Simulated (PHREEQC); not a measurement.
Solution A (11 mmol/kgw CdCl2 and 0.86 mmol/kgw KBr) is mixed with solution B (0.13 mol/kgw ZnSO4, 0.0032 mol/kgw KCl and 0.00029 mol/kgw MnSO4) at 25 °C; shares are by mass of water, 1 kg in all. No oxygen is let in. No CO2 enters from the air. The run lets Pyrochroite, Sylvite, Zn(OH)2(e), Cd(OH)2 precipitate or redissolve, and no other solid.

Model: ion-association model, phreeqc.dat, run in PHREEQC.

| share of solution B | pH | Mn+2 (mol/kgw) | Cd+2 (mol/kgw) | Zn+2 (mol/kgw) | CdCl+ (mol/kgw) | MnSO4 (mol/kgw) |
|---|---|---|---|---|---|---|
| 0 | 5.87 | 0 | 0.00557 | 0 | 0.00491 | 0 |
| 0.1 | 5.62 | 2.22e-5 | 0.00447 | 0.00938 | 0.00311 | 6.05e-6 |
| 0.15 | 5.60 | 3.18e-5 | 0.00411 | 0.0131 | 0.00261 | 1.08e-5 |
| 0.25 | 5.57 | 4.98e-5 | 0.00350 | 0.0200 | 0.00188 | 2.15e-5 |
| 0.3 | 5.56 | 5.85e-5 | 0.00323 | 0.0233 | 0.00160 | 2.72e-5 |
| 0.4 | 5.54 | 7.57e-5 | 0.00272 | 0.0295 | 0.00114 | 3.88e-5 |
| 0.45 | 5.54 | 8.43e-5 | 0.00247 | 0.0326 | 0.000950 | 4.48e-5 |
| 0.55 | 5.53 | 0.000101 | 0.00200 | 0.0386 | 0.000641 | 5.68e-5 |
| 0.6 | 5.53 | 0.000110 | 0.00177 | 0.0415 | 0.000515 | 6.28e-5 |
| 0.7 | 5.52 | 0.000127 | 0.00131 | 0.0473 | 0.000308 | 7.50e-5 |
| 0.75 | 5.52 | 0.000135 | 0.00109 | 0.0502 | 0.000227 | 8.11e-5 |
| 0.85 | 5.52 | 0.000152 | 0.000649 | 0.0559 | 0.000101 | 9.34e-5 |
| 0.9 | 5.52 | 0.000161 | 0.000431 | 0.0588 | 5.63e-5 | 9.95e-5 |
| 1 | 5.51 | 0.000178 | 0 | 0.0644 | 0 | 0.000112 |
